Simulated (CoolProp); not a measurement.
The fluoroketone C6F12O (FK-5-1-12) along the isotherm 178.35 °C: Z from the reference equation and from simpler models built on Tc = 168.7 °C, pc = 18.69 bar, ω = 0.471; each cubic takes its own stable root.

Model: reference Helmholtz-energy equation of state, McLinden 2015, in CoolProp.

| p (bar) | phase | reference | van der Waals | Redlich-Kwong | Soave-Redlich-Kwong | Peng-Robinson |
|---|---|---|---|---|---|---|
| 11.7 | gas | 0.7647 | 0.7863 | 0.7646 | 0.7709 | 0.7497 |
| 23.4 | supercritical | 0.2643 | 0.3327 | 0.2991 | 0.3285 | ___ |
| 35 | supercritical | 0.3007 | 0.4132 | ___ | ___ | ___ |
| 46.7 | supercritical | 0.3733 | ___ | 0.4189 | 0.4262 | 0.3847 |
| 58.4 | supercritical | 0.4470 | 0.6097 | 0.4928 | 0.4993 | 0.4500 |
| 70.1 | supercritical | 0.5200 | 0.7067 | 0.5655 | 0.5717 | 0.5148 |
| 81.8 | supercritical | 0.5921 | 0.8022 | 0.6370 | 0.6430 | 0.5788 |
| 93.5 | supercritical | 0.6632 | 0.8964 | 0.7073 | 0.7131 | 0.6417 |
| 105 | supercritical | 0.7323 | 0.9879 | 0.7753 | 0.7810 | 0.7027 |
| 117 | supercritical | 0.8035 | 1.082 | 0.8452 | 0.8508 | ___ |
| 128 | supercritical | 0.8681 | 1.168 | 0.9085 | 0.9140 | 0.8224 |
| 140 | supercritical | 0.9379 | 1.261 | 0.9768 | 0.9822 | 0.8837 |
| 152 | supercritical | 1.007 | 1.352 | 1.044 | 1.050 | 0.9445 |
| 164 | supercritical | 1.075 | 1.444 | 1.111 | 1.116 | 1.005 |
| 175 | supercritical | 1.138 | 1.526 | 1.172 | 1.177 | 1.059 |
| 187 | supercritical | 1.205 | 1.616 | 1.237 | 1.243 | 1.118 |

### Question
Fill in the missing entries.

### Answer

- 23.4, Peng-Robinson: 0.3038
- 35, Redlich-Kwong: 0.3459
- 35, Soave-Redlich-Kwong: 0.3551
- 35, Peng-Robinson: 0.3217
- 46.7, van der Waals: 0.5114
- 117, Peng-Robinson: 0.7655
